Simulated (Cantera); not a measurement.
Charge: 1 mol V, 11 mol N2O, 13 mol N2, held at 950 °C and 0.890 bar.

Method: chemical equilibrium by Gibbs-energy minimisation in Cantera with the NASA 1993 tables (ideal gas, pure condensed phases). Candidate condensed phases: V, VN, VO, V2O3, V2O4, V2O5; 13 gas species. Condensed phases not in the tables: the oxides between V2O3 and V2O5 other than VO2. Gases not in the tables: V4O10. The numbers say what is thermodynamically allowed, not how fast it happens.

Question: What is the equilibrium state?

Answer: 
```json
{
  "x(N2)": "0.849",
  "x(O2)": "0.150",
  "x(NO)": "0.000204",
  "x(NO2)": "2.48e-6",
  "n(V2O5(l))": "0.500 mol",
  "gas_amount": "28.25 mol",
  "log10 activity of V(s) (absent)": "-21.39"
}
```
